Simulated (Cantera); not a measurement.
A Cantera script and what it prints.

```python
import numpy as np
import cantera as ct

gas_names = [...]  # 113 gases of nasa_gas.yaml made of C, H, O, Ta
cond_names = """
    C(gr) C6H6(L) C7H8(L) C8H18(L),n-octa H2O(s) H2O(L) Ta(cr) Ta(L) TaC(s) TaC(L) Ta2O5(s) Ta2O5(L)
""".split()


# ... load() reads the species with a 1 bar reference pressure and builds the phases ...
atoms = {
    'Ta(OEt)5': {'Ta': 1, 'C': 10, 'H': 25, 'O': 5},
    'CH4': {'C': 1, 'H': 4},
}
top_T = {'C(gr)': 4500}  # K; cautious upper limits of use, not melting points


# ... equilibrate(T, P, feed) seeds the gas with the atoms and calls Mixture.equilibrate('TP', solver="vcs", rtol=1e-11, max_steps=5000) ...
results = []
feed = {'Ta(OEt)5': 1, 'CH4': 2.8}  # mol
T = 2673  # K
for P in [0.1, 0.6, 3.6, 22, 130, 770, 4600, 28000, 170000, 1000000]:
    mix = equilibrate(T, P, feed)
    results.append((T, P, feed, dict(zip(mix.species_names, mix.species_moles))))
    x = sorted(zip(gas.X, gas.species_names), reverse=True)
    print(f"T = {T:g} K  P = {P:g} Pa  gas = {mix.phase_moles(0):.4g} mol")
    print("   x: " + "  ".join(f"{s} {v:.3e}" for v, s in x if v > 0.001))
    print("   condensed (mol): " + ("  ".join(f"{mix.phase(i).name} {mix.phase_moles(i):.4g}"
          for i in range(1, mix.n_phases) if mix.phase_moles(i) > 1e-12) or "none"))
```

It prints:

```
T = 2673 K  P = 0.1 Pa  gas = 47.51 mol
   x: H 7.615e-01  C 1.256e-01  CO 1.052e-01  C2 3.894e-03  C3 3.340e-03
   condensed (mol): TaC(s) 0.9875
T = 2673 K  P = 0.6 Pa  gas = 45.65 mol
   x: H 7.900e-01  CO 1.095e-01  C 7.039e-02  C3 2.118e-02  C2 7.343e-03  H2 1.425e-03
   condensed (mol): TaC(s) 0.9994
T = 2673 K  P = 3.6 Pa  gas = 43.9 mol
   x: H 8.061e-01  CO 1.139e-01  C3 3.832e-02  C 2.597e-02  H2 8.903e-03  C2 5.999e-03
   condensed (mol): TaC(s) 1
T = 2673 K  P = 22 Pa  gas = 40.59 mol
   x: H 7.847e-01  CO 1.232e-01  H2 5.157e-02  C3 2.785e-02  C 6.986e-03  C2 2.653e-03  C2H 1.695e-03  C2H2,acetylene 1.102e-03
   condensed (mol): C(gr) 2.64  TaC(s) 1
T = 2673 K  P = 130 Pa  gas = 34.32 mol
   x: H 6.397e-01  H2 2.025e-01  CO 1.457e-01  C3 4.713e-03  C2H2,acetylene 4.328e-03  C2H 1.382e-03  C 1.182e-03
   condensed (mol): C(gr) 5.839  TaC(s) 1
T = 2673 K  P = 770 Pa  gas = 28.63 mol
   x: H2 4.308e-01  H 3.834e-01  CO 1.746e-01  C2H2,acetylene 9.207e-03
   condensed (mol): C(gr) 6.135  TaC(s) 1
T = 2673 K  P = 4600 Pa  gas = 25.48 mol
   x: H2 6.043e-01  CO 1.963e-01  H 1.858e-01  C2H2,acetylene 1.292e-02
   condensed (mol): C(gr) 6.096  TaC(s) 1
T = 2673 K  P = 28000 Pa  gas = 24.07 mol
   x: H2 6.962e-01  CO 2.077e-01  H 8.082e-02  C2H2,acetylene 1.488e-02
   condensed (mol): C(gr) 6.058  TaC(s) 1
T = 2673 K  P = 170000 Pa  gas = 23.49 mol
   x: H2 7.372e-01  CO 2.128e-01  H 3.375e-02  C2H2,acetylene 1.576e-02
   condensed (mol): C(gr) 6.036  TaC(s) 1
T = 2673 K  P = 1e+06 Pa  gas = 23.24 mol
   x: H2 7.536e-01  CO 2.151e-01  C2H2,acetylene 1.611e-02  H 1.407e-02
   condensed (mol): C(gr) 6.012  TaC(s) 1
```

These are equilibrium values from Cantera (NASA tables, ideal gas, pure condensed phases), not measurements of a reactor. The feed counts by its element totals alone. TaC: taken at fixed stoichiometry. Condensed phases not in the tables: Ta2C.
